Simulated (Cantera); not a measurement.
Feed: 1 mol Zr, 4.5 mol NH₃, 77 mol N₂.

These are equilibrium values from Cantera (NASA tables, ideal gas, pure condensed phases), not measurements of a reactor. Candidate condensed phases: Zr, ZrN; 11 gas species. ZrN: taken at fixed stoichiometry. Rates play no part.

### Question
What condenses at these points (T in °C, P in Pa): (1952, 1000000); (1252, 4600); (2452, 22); (2252, 1.5); (1452, 320)?

### Answer
```json
[
 {"T (°C)": "1952", "P in Pa": "1000000", "condensed phases": "ZrN", "Zr condensed (%)": "100.0"},
 {"T (°C)": "1252", "P in Pa": "4600", "condensed phases": "ZrN", "Zr condensed (%)": "100.0"},
 {"T (°C)": "2452", "P in Pa": "22", "condensed phases": "gas only", "Zr condensed (%)": "0.0"},
 {"T (°C)": "2252", "P in Pa": "1.5", "condensed phases": "gas only", "Zr condensed (%)": "0.0"},
 {"T (°C)": "1452", "P in Pa": "320", "condensed phases": "ZrN", "Zr condensed (%)": "100.0"}
]
```
